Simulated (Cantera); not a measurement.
An adiabatic, constant-volume homogeneous reactor starts with CH3OH : O2 : N2 : H2O = 1 : 0.682 : 5.59 : 1.8 (molar parts), equivalence ratio 2.2, at 1750 K and 4.00 bar. Integrator tolerance rtol = 1e-08.

Cantera simulation using GRI-Mech 3.0 (53 species, 325 reactions); the numbers are that mechanism's predictions, not measurements. GRI-Mech 3.0 was tuned for natural gas; its chemistry of methanol as a main component is partial and can be far from experiment.

**Question.** What does this change do: CH3OH 1 to 2.2 parts?

**Answer.** 
```csv
quantity,before,after
time of steepest temperature rise,5.29 µs,4.38 µs
temperature at 9.00 s,2495 K,2159 K
equilibrium temperature,2495 K,2159 K
x(CH3OH) at 9.00 s,<1e-12 (gas-phase equilibrium <1e-12),1.17e-11 (gas-phase equilibrium 1.19e-11)
x(O2) at 9.00 s,4.51e-5 (gas-phase equilibrium 4.51e-5),8.46e-8 (gas-phase equilibrium 8.46e-8)
x(H2O) at 9.00 s,0.271 (gas-phase equilibrium 0.271),0.204 (gas-phase equilibrium 0.204)
x(CO2) at 9.00 s,0.0310 (gas-phase equilibrium 0.0310),0.0224 (gas-phase equilibrium 0.0224)
x(CH2O) at 9.00 s,1.57e-8 (gas-phase equilibrium 1.57e-8),8.73e-8 (gas-phase equilibrium 8.73e-8)
```

**Question.** What does this change do: initial temperature 1750 to 1125 K?

**Answer.** 
| quantity | before | after |
|---|---|---|
| time of steepest temperature rise | 5.29 µs | 8.67 ms |
| temperature at 9.00 s | 2495 K | 1940 K |
| equilibrium temperature | 2495 K | 1940 K |
| x(CH3OH) at 9.00 s | <1e-12 (gas-phase equilibrium <1e-12) | 2.25e-12 (gas-phase equilibrium 2.29e-12) |
| x(O2) at 9.00 s | 4.51e-5 (gas-phase equilibrium 4.51e-5) | 3.12e-8 (gas-phase equilibrium 3.12e-8) |
| x(H2O) at 9.00 s | 0.271 (gas-phase equilibrium 0.271) | 0.267 (gas-phase equilibrium 0.267) |
| x(CO2) at 9.00 s | 0.0310 (gas-phase equilibrium 0.0310) | 0.0370 (gas-phase equilibrium 0.0370) |
| x(CH2O) at 9.00 s | 1.57e-8 (gas-phase equilibrium 1.57e-8) | 1.88e-8 (gas-phase equilibrium 1.88e-8) |

**Question.** What does this change do: initial temperature 1750 to 1550 K?

**Answer.** 
| quantity | before | after |
|---|---|---|
| time of steepest temperature rise | 5.29 µs | 27.7 µs |
| temperature at 9.00 s | 2495 K | 2324 K |
| equilibrium temperature | 2495 K | 2324 K |
| x(CH3OH) at 9.00 s | <1e-12 (gas-phase equilibrium <1e-12) | <1e-12 (gas-phase equilibrium <1e-12) |
| x(O2) at 9.00 s | 4.51e-5 (gas-phase equilibrium 4.51e-5) | 6.96e-6 (gas-phase equilibrium 6.96e-6) |
| x(H2O) at 9.00 s | 0.271 (gas-phase equilibrium 0.271) | 0.271 (gas-phase equilibrium 0.271) |
| x(CO2) at 9.00 s | 0.0310 (gas-phase equilibrium 0.0310) | 0.0325 (gas-phase equilibrium 0.0325) |
| x(CH2O) at 9.00 s | 1.57e-8 (gas-phase equilibrium 1.57e-8) | 1.64e-8 (gas-phase equilibrium 1.64e-8) |
